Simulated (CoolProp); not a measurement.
Vapour-liquid equilibrium of R124 (1) + R142b (2) at 1.96 MPa; x and y are mole fractions of (1).

The numbers come from the multi-fluid Helmholtz-energy mixture model, de Vries 1995 and Lemmon 2006; pair parameters Bell 2016 in CoolProp.

```csv
x,bubble temperature (K),y at the bubble point,dew temperature at overall composition x (K),liquid density (mol/L)
0.05,370.0,0.053,370.0,8.746
0.15,369.4,0.158,369.4,8.645
0.25,368.9,0.262,368.9,8.546
0.35,368.3,0.365,368.4,8.447
0.45,367.7,0.467,367.8,8.350
0.55,367.1,0.569,367.2,8.254
0.65,366.4,0.668,366.6,8.159
0.75,365.7,0.767,365.8,8.064
0.85,364.9,0.863,365.0,7.969
0.95,364.0,0.955,364.0,7.873
```

No azeotrope shows between x = 0.05 and 0.95.

Pair parameters are fitted to limited data, so mixtures are less certain than the pure fluids.
